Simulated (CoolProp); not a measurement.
A Linde-Hampson liquefier for dry air: isothermal reversible compression at 230 K from 1 atm to 30 MPa, throttling to 1 atm, return gas leaving the recuperator 5 K below the feed. Each further row changes one setting.

Model: reference Helmholtz-energy equation of state, Lemmon 2000, in CoolProp. It is a pseudo-pure fit of the blend.

| case | liquid yield per pass | compression work (kJ/kg of gas) |
|---|---|---|
| as stated | ? | 363 |
| high pressure 60 MPa | ? | ? |
| warm-end temperature 260 K | ? | ? |
| warm-end gap 10 K | ? | 363 |

**Question.** Some entries are withheld; supply them.

**Answer.** 
- as stated, liquid yield per pass: 0.192
- high pressure 60 MPa, liquid yield per pass: 0.183
- high pressure 60 MPa, compression work (kJ/kg of gas): 420
- warm-end temperature 260 K, liquid yield per pass: 0.137
- warm-end temperature 260 K, compression work (kJ/kg of gas): 419
- warm-end gap 10 K, liquid yield per pass: 0.180
